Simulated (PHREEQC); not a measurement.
0.09 g of hydrous ferric oxide (600 m²/g; 0.2 weak and 0.005 strong sites per Fe, Dzombak-Morel constants, diffuse double layer) in 1 kg of water with 0.3 mol/kgw of an inert sodium salt and 0.00024 mol NaH2PO4, at 25 °C; the pH is set by adding NaOH or the inert anion's acid. O2 is buffered at 0.21 atm. The system is closed to CO2. No solid was allowed to form.

Model: ion-association model, wateq4f.dat, run in PHREEQC.

| pH | P sorbed (%) | surface charge σ (C/m²) | surface potential ψ (mV) |
|---|---|---|---|
| 4 | 71.7 | 0.048 | 35 |
| 4.5 | 70.0 | 0.037 | 28 |
| 5 | 67.2 | 0.023 | 18 |
| 5.5 | 63.3 | 0.007 | 5 |
| 6 | 58.8 | -0.010 | -8 |
| 6.5 | 53.6 | -0.025 | -20 |
| 7 | 47.8 | -0.037 | -28 |
| 7.5 | 40.6 | -0.047 | -35 |
| 8 | 31.2 | -0.057 | -41 |
| 8.5 | 20.8 | -0.069 | -48 |
| 9 | 12.1 | -0.083 | -55 |
| 9.5 | 5.5 | -0.102 | -64 |
| 10 | 1.7 | -0.137 | -77 |
| 10.5 | 0.4 | -0.186 | -92 |
| 11 | 0.1 | -0.244 | -105 |
| 11.5 | 0.0 | -0.299 | -115 |
| 12 | 0.0 | -0.339 | -120 |

Complexes and solids missing from the database can't appear. H3PO4, which wateq4f.dat lacks, is added to it with the constant of phreeqc.dat.
